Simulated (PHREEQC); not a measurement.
Consider water at 15 °C with 9.6 mmol/kgw HCl, 0.079 mmol/kgw LiCl and 0.4 mmol/kgw MgSO4. Closed to the air; pH follows from the charge balance.

Equilibrium calculation in PHREEQC: ion-association model, wateq4f.dat.

pH: 2.06
ionic strength: 0.0110 mol/kgw
total alkalinity: -9.60 meq/kg

| species | molality | activity | log γ |
|---|---|---|---|
| Cl- | 0.00968 | 0.00869 | -0.047 |
| H+ | 0.00947 | 0.00863 | -0.040 |
| Mg+2 | 0.000392 | 0.000262 | -0.175 |
| SO4-2 | 0.000261 | 0.000173 | -0.180 |
| HSO4- | 0.000131 | 0.000118 | -0.046 |
| Li+ | 7.89e-5 | 7.14e-5 | -0.044 |
| MgSO4 | 8.10e-6 | 8.12e-6 | 0.001 |
| LiSO4- | 5.97e-8 | 5.38e-8 | -0.045 |

No solid was allowed to form. Complexes and solids missing from the database can't appear.
